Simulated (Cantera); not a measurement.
Feed: 1 mol CuO, 0.42 mol H2, 1.6 mol H2O, at 1602 °C and 22.0 Pa.

These are equilibrium values from Cantera (NASA tables, ideal gas, pure condensed phases), not measurements of a reactor. Candidate condensed phases: Cu, CuO, Cu(OH)2, Cu2O, H2O; 12 gas species. Rates play no part.

Base state: H2O 0.575, Cu 0.297, O2 0.0876, OH 0.0169, H2 0.0138, H 0.00519, O 0.00480, CuO 0.000158 (mole fractions); condensed: gas only.

What changes in the equilibrium state with this change: pressure from 22.0 Pa to 100000 Pa?


```tsv
species	before	after
H2O	0.575	0.977
O2	0.0876	0.0195
OH	0.0169	0.00184
Cu	0.297	0.000915
H2	0.0138	0.000737
H	0.00519	1.78e-5
O	0.00480	3.36e-5
Cu2	4.07e-5	1.76e-6
CuO	0.000158	1.55e-5
Cu2O(l), mol	0	0.499
```

What changes in the equilibrium state with this change: temperature from 1602 °C to 1177 °C?


| species | before | after |
|---|---|---|
| H2O | 0.575 | 0.860 |
| O2 | 0.0876 | 0.123 |
| Cu | 0.297 | 0.0156 |
| H2 | 0.0138 | 0.000156 |
| OH | 0.0169 | 0.00105 |
| H | 0.00519 | 7.97e-6 |
| O | 0.00480 | 4.75e-5 |
| Cu(l), mol | 0 | 0.963 |
